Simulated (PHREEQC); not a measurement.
Make-up at 25 °C: 0.022 mol/kgw KOH, 0.04 mol/kgw KNO3 and 4.7e-05 mol/kgw KH2PO4. Closed to the air; pH follows from the charge balance.

Model: ion-association model, phreeqc.dat, run in PHREEQC.

| quantity | before | after |
|---|---|---|
| pH | 12.24 | 11.14 |
| HPO4-2 (mol/kgw) | 1.33e-5 | 3.17e-5 |
| H2PO4- (mol/kgw) | 6.64e-11 | 1.56e-9 |

Name the change that produced these shifts.
A) temperature from 25 to 65 °C
B) KH2PO4 replaced by K3PO4 at the same molality
C) KOH left out
D) diluted 2-fold with water
E) 0.062 mol/kgw HNO3 added

A, temperature from 25 to 65 °C

Precipitation was switched off in this run. Constants without temperature data keep their 25 °C values here.
